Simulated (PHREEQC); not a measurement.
Model water analysis in mg/kgw, 25 °C, pH 6.03, pe 9:

```json
[
 {"constituent": "Na", "mg/kgw": "3290"},
 {"constituent": "K", "mg/kgw": "3510"},
 {"constituent": "Ca", "mg/kgw": "378"},
 {"constituent": "Mg", "mg/kgw": "489"},
 {"constituent": "Cl", "mg/kgw": "8990"},
 {"constituent": "S(6) as SO4", "mg/kgw": "1790"},
 {"constituent": "Alkalinity as HCO3", "mg/kgw": "100"},
 {"constituent": "Br", "mg/kgw": "6.52"}
]
```

Valence states are taken as typed.

The numbers come from PHREEQC with the ion-association model, wateq4f.dat.

Precipitation was switched off in this run.

### Question
Order these Ca species by the share of Ca that they hold, largest first: Ca+2, CaHCO3+, CaSO4.

### Answer
Ca+2 (87 %), CaSO4 (12 %), CaHCO3+ (0.45 %)

### Question
Order these Mg species by the share of Mg that they hold, largest first: MgSO4, Mg+2, MgHCO3+.

### Answer
Mg+2 (84 %), MgSO4 (15 %), MgHCO3+ (0.47 %)

The pH is 6.03 and the ionic strength 0.316 mol/kgw. Species that the database lacks are ignored.
